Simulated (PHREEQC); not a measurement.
Na3PO4 is added in steps, without added water, to 1 kg of water holding 0.006 mol TMAH, 3.3e-06 mol H4SiO4 and 0.012 mol H3BO3, at 20 °C. O2 is buffered at 0.21 atm. CO2 is held at log p = -2 (atm). Only these solids could form: Chalcedony, Nahcolite, Natron.

Base run: PHREEQC, ion-association model, wateq4f.dat. Each further column changes one thing. The table gives H2PO4- (mol/kgw).

```tsv
Na3PO4 added (mol)	base	Davies equation for every ion	Debye-Hückel limiting law	all activity coefficients set to 1	database phreeqc.dat
0	0	0	0	0	0
0.00045	0.000118	0.000118	(withheld)	(withheld)	0.000118
0.00105	0.000251	0.000250	(withheld)	0.000290	0.000251
0.0015	0.000335	0.000335	0.000327	0.000392	0.000335
0.00195	0.000410	0.000409	(withheld)	0.000484	0.000410
0.00255	0.000497	0.000495	0.000479	0.000594	0.000496
0.003	0.000554	0.000553	0.000532	0.000669	0.000554
0.00345	0.000606	0.000604	0.000580	(withheld)	0.000605
0.00405	0.000667	0.000665	0.000635	0.000821	0.000667
0.0045	0.000708	0.000706	(withheld)	0.000879	0.000708
0.00495	0.000746	0.000744	0.000705	0.000932	0.000745
0.00555	0.000791	0.000789	0.000744	0.000998	0.000791
0.006	0.000822	0.000820	0.000770	(withheld)	0.000822
```

### Question
Complete the blanks.

### Answer

- 0.00045, Debye-Hückel limiting law: 0.000116
- 0.00045, all activity coefficients set to 1: 0.000134
- 0.00105, Debye-Hückel limiting law: 0.000245
- 0.00195, Debye-Hückel limiting law: 0.000398
- 0.00345, all activity coefficients set to 1: 0.000738
- 0.0045, Debye-Hückel limiting law: 0.000672
- 0.006, all activity coefficients set to 1: 0.00104

(CH3)4N+ isn't in the database: it is added as a free cation with an ion size of 4 Å. H3PO4, which wateq4f.dat lacks, is added to it with the constant of phreeqc.dat. phreeqc.dat and wateq4f.dat share most of their constants, so their agreement is no independent check. Solids allowed in the column 'database phreeqc.dat': SiO2(a).
